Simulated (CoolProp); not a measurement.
Vapour-liquid equilibrium of n-octane (1) + m-xylene (2) at 492.4 K; x and y are mole fractions of (1).

Computed with CoolProp (multi-fluid Helmholtz-energy mixture model, Beckmüller 2019 and Zhou 2012; pair parameters Bell 2016).

| x | bubble pressure (MPa) | y at the bubble point | dew pressure at overall composition x (MPa) | liquid density (mol/L) |
|---|---|---|---|---|
| 0.05 | 0.5991 | 0.065 | 0.5964 | 6.163 |
| 0.125 | 0.6163 | 0.158 | 0.6101 | … |
| 0.2 | 0.6329 | 0.245 | … | 5.834 |
| 0.275 | 0.6488 | … | 0.6386 | 5.678 |
| 0.35 | 0.6643 | 0.407 | 0.6532 | 5.528 |
| 0.425 | 0.6792 | 0.482 | 0.6679 | 5.383 |
| 0.5 | 0.6937 | 0.555 | 0.6827 | 5.243 |
| 0.575 | 0.7077 | 0.626 | 0.6977 | 5.108 |
| 0.65 | 0.7213 | 0.694 | 0.7126 | 4.977 |
| 0.725 | 0.7345 | 0.761 | 0.7274 | 4.851 |
| 0.8 | … | 0.827 | 0.7420 | 4.728 |
| 0.875 | 0.7598 | … | 0.7565 | 4.610 |
| 0.95 | 0.7720 | 0.957 | 0.7706 | 4.496 |

Q: Fill in the missing entries.

A: 
- 0.125, liquid density (mol/L): 5.996
- 0.2, dew pressure at overall composition x (MPa): 0.6242
- 0.275, y at the bubble point: 0.328
- 0.8, bubble pressure (MPa): 0.7474
- 0.875, y at the bubble point: 0.893

No azeotrope shows between x = 0.05 and 0.95.

The pair parameters rest on a limited set of measurements; away from them the model extrapolates.
